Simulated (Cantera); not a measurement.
Source: NASA polynomial tables (part measured, part estimated), evaluated in Cantera. Values are per mole of reaction as written; species without (g) are pure solids or liquids, kept so even where they would boil at 1 bar. ZrN: taken at fixed stoichiometry.

5 O2(g) + 4 ZrN → 2 N2O(g) + 4 ZrO2(g)

```json
[
 {"T (K)": "2348", "ΔH° (kJ)": "…", "ΔS° (J/K)": "…", "ΔG° (kJ)": "…", "log10 K": "…"},
 {"T (K)": "2398", "ΔH° (kJ)": "…", "ΔS° (J/K)": "…", "ΔG° (kJ)": "…", "log10 K": "…"},
 {"T (K)": "2448", "ΔH° (kJ)": "346.4", "ΔS° (J/K)": "238.5", "ΔG° (kJ)": "-237.3", "log10 K": "5.06"},
 {"T (K)": "2498", "ΔH° (kJ)": "…", "ΔS° (J/K)": "…", "ΔG° (kJ)": "…", "log10 K": "…"},
 {"T (K)": "2548", "ΔH° (kJ)": "337.0", "ΔS° (J/K)": "234.7", "ΔG° (kJ)": "-261.0", "log10 K": "5.35"},
 {"T (K)": "2598", "ΔH° (kJ)": "…", "ΔS° (J/K)": "…", "ΔG° (kJ)": "…", "log10 K": "…"}
]
```

What belongs in the gaps?


- 2348, ΔH° (kJ): 355.5
- 2348, ΔS° (J/K): 242.2
- 2348, ΔG° (kJ): -213.3
- 2348, log10 K: 4.74
- 2398, ΔH° (kJ): 351.0
- 2398, ΔS° (J/K): 240.3
- 2398, ΔG° (kJ): -225.3
- 2398, log10 K: 4.91
- 2498, ΔH° (kJ): 341.8
- 2498, ΔS° (J/K): 236.6
- 2498, ΔG° (kJ): -249.2
- 2498, log10 K: 5.21
- 2598, ΔH° (kJ): 332.2
- 2598, ΔS° (J/K): 232.8
- 2598, ΔG° (kJ): -272.7
- 2598, log10 K: 5.48
